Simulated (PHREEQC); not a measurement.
Alkaline etch or developer (model solution)

A solution holds 48 mmol/kgw NaOH, 12 mmol/kgw NaAlO2 and 8.3 mmol/kgw K2CO3, at 43 °C. Closed to the air; pH follows from the charge balance.

The numbers come from PHREEQC with the ion-association model, wateq4f.dat.

Each row changes one thing in this solution. This is a speciation only: nothing precipitates in the calculation.

| case | pH | ionic strength (mol/kgw) | Na+ (mol/kgw) | CO3-2 (mol/kgw) | NaCO3- (mol/kgw) | HCO3- (mol/kgw) | SI of Gibbsite (Al(OH)3) | SI of Boehmite (AlOOH) |
|---|---|---|---|---|---|---|---|---|
| as made | 12.03 | 0.0766 | 0.0559 | 0.00416 | 0.00411 | 3.16e-5 | -0.30 | -0.55 |
| NaOH from 0.048 to 0.024 mol/kgw | 11.74 | 0.0544 | 0.0328 | 0.00501 | 0.00321 | 7.93e-5 | -0.00 | -0.25 |
| 0.00081 mol/kgw NaHCO3 added | 12.02 | 0.0774 | 0.0563 | 0.00455 | 0.00452 | 3.52e-5 | -0.30 | -0.54 |
| diluted 2-fold with water | 11.76 | 0.0393 | 0.0284 | 0.00255 | 0.00155 | 4.22e-5 | -0.31 | -0.56 |
| temperature from 43 to 30 °C | 12.41 | 0.0790 | 0.0570 | 0.00532 | 0.00296 | 2.05e-5 | -0.11 | -0.52 |
| NaOH from 0.048 to 0.072 mol/kgw | 12.20 | 0.0995 | 0.0793 | 0.00361 | 0.00468 | 1.77e-5 | -0.48 | -0.73 |
| temperature from 43 to 25 °C | 12.57 | 0.0798 | 0.0575 | 0.00576 | 0.00253 | 1.69e-5 | -0.04 | -0.51 |
| NaOH from 0.048 to 0.48 mol/kgw | 12.94 | 0.503 | 0.485 | 0.00144 | 0.00686 | 8.43e-7 | -1.29 | -1.53 |

At this temperature some constants are extrapolated from 25 °C, and those without enthalpy data are left unchanged.
